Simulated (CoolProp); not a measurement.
n-pentane along the isobar 101 kPa: Z from the reference equation and from simpler models built on Tc = 469.7 K, pc = 3368 kPa, ω = 0.251; each cubic takes its own stable root.

Computed with CoolProp (reference Helmholtz-energy equation of state, Thol 2019).

```csv
T (K),phase,reference
263.8,liquid,0.005076
287.7,liquid,0.004823
311.6,gas,0.9573
335.5,gas,0.9671
359.3,gas,0.9741
383.2,gas,0.9793
407.1,gas,0.9832
431,gas,0.9861
454.9,gas,0.9885
478.8,gas,0.9903
502.6,gas,0.9918
526.5,gas,0.9930
```

Q: How far does each simpler model (van der Waals, Redlich-Kwong, Peng-Robinson) lie from the reference over these 12 states: mean and median of the absolute difference, and the worst?

A: 
- van der Waals: mean 3247.5 %, median 0.5 %, worst +20045.1 % at 287.7 K and 101 kPa
- Redlich-Kwong: mean 2.3 %, median 0.2 %, worst +13.0 % at 287.7 K and 101 kPa
- Peng-Robinson: mean 0.6 %, median 0.1 %, worst -2.9 % at 287.7 K and 101 kPa

At some of these states van der Waals gives the other phase, because its saturation line lies elsewhere.
